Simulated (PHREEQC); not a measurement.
Consider water at 25 °C with 0.5 mol CuSO4, 0.018 mol HNO3 and 0.061 mol NaCl per kg of water. It is in equilibrium with CO2 at log p = 0 (atm). Otherwise closed; pH follows from the charge balance.

Equilibrium calculation in PHREEQC: ion-association model, wateq4f.dat.

Precipitation was switched off in this run.

**Question.** Order these Cu species by the share of Cu that they hold, largest first: CuSO4, CuCl+, Cu+2.

**Answer.** CuSO4 (52 %), Cu+2 (46 %), CuCl+ (1.4 %)

The pH is 2.56 and the ionic strength 0.970 mol/kgw. The ionic strength is past about 0.7 mol/kgw, beyond the range of this activity model, so the values are rough.
